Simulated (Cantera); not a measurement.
A Cantera script and what it prints.

```python
import numpy as np
import cantera as ct

gas_names = """
    Cu CuF CuF2 CuO Cu2 F FO FO2 F2 F2O H HF HOF HO2 H2 H2F2 H2O H2O2 H3F3 H4F4 H5F5 H6F6 H7F7 O OH O2
    O3
""".split()
cond_names = """
    Cu(cr) Cu(L) CuF2(s) CuF2(L) CuO(s) CuO2H2(s) Cu2O(s) Cu2O(L) H2O(s) H2O(L)
""".split()


# ... load() reads the species with a 1 bar reference pressure and builds the phases ...
atoms = {
    'CuF2': {'Cu': 1, 'F': 2},
    'H2O': {'H': 2, 'O': 1},
    'H2': {'H': 2},
}
top_T = {'CuO(s)': 1390}  # K; cautious upper limits of use, not melting points


# ... equilibrate(T, P, feed) seeds the gas with the atoms and calls Mixture.equilibrate('TP', solver="vcs", rtol=1e-11, max_steps=5000) ...
results = []
feed = {'CuF2': 1, 'H2O': 7.6, 'H2': 1.4}  # mol
T = 1850  # K
P = 133.322  # Pa
mix = equilibrate(T, P, feed)
results.append((T, P, feed, dict(zip(mix.species_names, mix.species_moles))))
x = sorted(zip(gas.X, gas.species_names), reverse=True)
print(f"T = {T:g} K  P = {P:g} Pa  gas = {mix.phase_moles(0):.4g} mol")
print("   x: " + "  ".join(f"{s} {v:.3e}" for v, s in x if v > 1e-05))
print("   condensed (mol): " + ("  ".join(f"{mix.phase(i).name} {mix.phase_moles(i):.4g}"
      for i in range(1, mix.n_phases) if mix.phase_moles(i) > 1e-12) or "none"))
```

It prints:

```
T = 1850 K  P = 133.322 Pa  gas = 11.05 mol
   x: H2O 6.810e-01  HF 1.796e-01  Cu 8.903e-02  H2 4.054e-02  OH 3.687e-03  H 2.970e-03  O2 1.521e-03  CuF 1.413e-03  O 2.059e-04  Cu2 2.631e-05  CuO 1.584e-05
   condensed (mol): none
```

Cantera equilibrium calculation (NASA polynomials, part measured and part estimated; ideal gas, pure solids and liquids).
